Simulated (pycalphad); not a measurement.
Computed with pycalphad from the COST 507 light-alloy database (1999), at 1 atm. The database dates from 1999; later assessments differ in places, in temperatures and in the compounds included. Phase fractions are per mole of atoms.

Task: Give the equilibrium state of Al-1.974Si-0.3395C (wt.%) at 902 °C.

Result: 
```
T = 1175.00 K, P = 101325 Pa, N = 1 mol of atoms
G = -56653 J/mol, H = 36105 J/mol, S = 78.94 J/(mol K)  (SER reference)
chemical potentials (J/mol): Al -56212, Si -74480, C -68829
phase             fraction      x(Al)      x(Si)       x(C)
LIQUID              0.9823     0.9808     0.0192    4.7e-07
AL4C3               0.0177     0.5708   0.000619     0.4286
```

Task: Give the equilibrium state of Al-1.974Si-0.3395C (wt.%) at 752 °C.

Result: liquid, fraction 0.983, with 1.9 Si, <0.01 C wt.%; AL8SIC7, fraction 0.017, with 8.6 Si, 25.6 C wt.%.

Database names, with the compositions (at.%) that they take in these runs: AL4C3: Al 57 C 43; AL8SIC7: Al 50 C 44 Si 6.
